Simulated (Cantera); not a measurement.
What does this Cantera script print?

```python
import numpy as np
import cantera as ct

gas_names = """
    Br Br2 H HBr H2 Si SiBr SiBr2 SiBr3 SiBr4 SiH SiHBr3 SiH2 SiH2Br2 SiH3 SiH3Br SiH4 Si2 Si3
""".split()
cond_names = """
    Br2(cr) Br2(L) Si(cr) Si(L)
""".split()


# ... load() reads the species with a 1 bar reference pressure and builds the phases ...
atoms = {
    'Si': {'Si': 1},
    'Br2': {'Br': 2},
    'H2': {'H': 2},
}
top_T = {}  # K; cautious upper limits of use, not melting points


# ... equilibrate(T, P, feed) seeds the gas with the atoms and calls Mixture.equilibrate('TP', solver="vcs", rtol=1e-11, max_steps=5000) ...
results = []
T = 1673  # K
P = 95000  # Pa
for m in [0.76, 1.5, 2.2, 2.9, 3.6, 4.3, 5.1]:
    feed = {'Si': 1, 'Br2': m, 'H2': 11}  # mol
    mix = equilibrate(T, P, feed)
    results.append((T, P, feed, dict(zip(mix.species_names, mix.species_moles))))

top = {s: max(r[3][s] / sum(r[3][g] for g in gas_names) for r in results) for s in gas_names}
cols = sorted((s for s in top if top[s] > 0.001), key=lambda s: -top[s])[:5]
seen = [c for c in cond_names if any(r[3].get(c, 0) > 1e-12 for r in results)]
print("log10 of partial pressures in bar; condensed amounts in mol")
print(f"{'n(Br2)':>10s}" + "".join(f"{s[:9]:>10s}" for s in cols + seen))
for T, P, feed, n in results:
    ng = sum(n[g] for g in gas_names)
    print(f"{feed['Br2']:10.4g}" + "".join(f"{np.log10(max(n[s] / ng * P / 1e5, 1e-99)):10.3f}" for s in cols)
          + "".join(f"{n.get(c, 0):10.4g}" for c in seen))
```

It prints:

```
log10 of partial pressures in bar; condensed amounts in mol
    n(Br2)        H2       HBr     SiBr2     SiBr4     SiBr3    Si(cr)
      0.76    -0.071    -1.104    -1.684    -4.055    -3.393    0.7348
       1.5    -0.109    -0.928    -1.296    -3.279    -2.810    0.2994
       2.2    -0.148    -0.781    -1.175    -2.826    -2.524         0
       2.9    -0.199    -0.607    -1.222    -2.472    -2.370         0
       3.6    -0.251    -0.494    -1.272    -2.244    -2.281         0
       4.3    -0.304    -0.412    -1.326    -2.081    -2.226         0
       5.1    -0.367    -0.341    -1.391    -1.942    -2.189         0
```

These are equilibrium values from Cantera (NASA tables, ideal gas, pure condensed phases), not measurements of a reactor. The tables' values for SiBr3, SiBr are old estimates; treat these amounts as uncertain.
